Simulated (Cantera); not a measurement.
Mixture: 26.6 % H₂, 10.2 % O₂, 63.2 % N₂, at 19500 Torr, adiabatic and at constant pressure. Ignition delay is the time to a rise of 400 K.

Computed with Cantera and GRI-Mech 3.0 (53 species, 325 reactions). The hydrogen kinetics of GRI-Mech 3.0 are dated; newer H2 mechanisms differ, most at raised pressure. The pressure lies above the range GRI-Mech 3.0 was tuned for (to about 10 atm).

Q: Predict: delay at 1150 K; delay at 1250 K; delay at 1350 K; delay at 1450 K; delay at 1550 K; delay at 1650 K; apparent activation energy between 1450 and 1650 K.

A: 
* **delay at 1150 K**: 0.315 ms
* **delay at 1250 K**: 53.3 µs
* **delay at 1350 K**: 7.67 µs
* **delay at 1450 K**: 1.59 µs
* **delay at 1550 K**: 0.798 µs
* **delay at 1650 K**: 0.527 µs
* **apparent activation energy between 1450 and 1650 K**: 110 kJ/mol
